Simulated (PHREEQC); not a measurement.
Make-up at 25 °C: 64 mmol/kgw CuCl2, 15 mmol/kgw HCl and 0.062 mmol/kgw H3BO3. Closed to the air; pH follows from the charge balance.

Computed with PHREEQC (ion-association model, wateq4f.dat).

Task: The ionic strength comes out as 0.193 mol/kgw. What activity coefficients do CuCl+, H+, Cl-, Cu+2 get?

Result: CuCl+ 0.72, H+ 0.80, Cl- 0.71, Cu+2 0.33.

Precipitation was switched off in this run. Complexes and solids missing from the database can't appear.
